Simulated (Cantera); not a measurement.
Input: 1 mol (CH3)2SiCl2, 61 mol H2, at 1.33 mbar.

Cantera equilibrium calculation (NASA polynomials, part measured and part estimated; ideal gas, pure solids and liquids). Candidate condensed phases: C, C6H6, C7H8, C8H18, Si, SiC; 109 gas species. The feed counts by its element totals alone. Gases not in the tables: Si2H6 and higher silanes. Rates play no part.

Task: Which condensed phases are stable at each of these points (T (K)): 1825, 1925, 2025, 2125, 2225, 2325, 2425, 2525?

Result: 
```csv
T (K),condensed phases,Si condensed (%)
1825,C(graphite) + SiC(s),98.8
1925,C(graphite) + SiC(s),95.3
2025,C(graphite) + SiC(s),78.8
2125,C(graphite) + SiC(s),7.5
2225,C(graphite),0.0
2325,C(graphite),0.0
2425,C(graphite),0.0
2525,C(graphite),0.0
```

From 1825 K to 2125 K the condensed part is C(graphite) + SiC(s). From 2225 K to 2525 K the condensed part is C(graphite).
